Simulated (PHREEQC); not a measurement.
**Acid rinse or clean: an equilibrium model**

Make-up at 25 °C: 0.047 mmol/kgw HBr, 2.4 mmol/kgw NaCl and 0.00039 mmol/kgw MgCl2. Closed to the air; pH follows from the charge balance.

Equilibrium calculation in PHREEQC: ion-association model, phreeqc.dat.

No solid was allowed to form.

Q: What pH does the model give?

A: pH 4.35.

Species that the database lacks are ignored.
